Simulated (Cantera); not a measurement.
A perfectly stirred reactor is fed with 9.23 % H2, 7.56 % O2, 83.2 % N2, at 0.533 atm; it is adiabatic with a 300 K inlet, and is followed from long to short residence time, starting on the burning branch (τ in s: 0.26, 0.11, 0.048, 0.021, 0.0088, 0.0038, 0.0016, 0.00069, 0.0003, 0.00013, 5.5e-05, 2.3e-05, 1e-05).

Model: the H2/O2 subset of GRI-Mech 3.0, which has no nitrogen chemistry, integrated in Cantera.

Task: Predict: blow-out, bracketed by the residence times tried; x(H2) at τ = 0.260 s; x(O2) at τ = 0.260 s; x(H2O) at τ = 0.260 s; x(H2O2) at τ = 0.260 s; x(OH) at τ = 0.260 s; x(H2) at τ = 1.60 ms; x(O2) at τ = 1.60 ms.

Result: blow-out, bracketed by the residence times tried: burning at 21.0 ms, out at 8.80 ms
x(H2) at τ = 0.260 s: 0.00107
x(O2) at τ = 0.260 s: 0.0314
x(H2O) at τ = 0.260 s: 0.0955
x(H2O2) at τ = 0.260 s: 1.33e-6
x(OH) at τ = 0.260 s: 3.99e-5
x(H2) at τ = 1.60 ms: 0.0923
x(O2) at τ = 1.60 ms: 0.0756
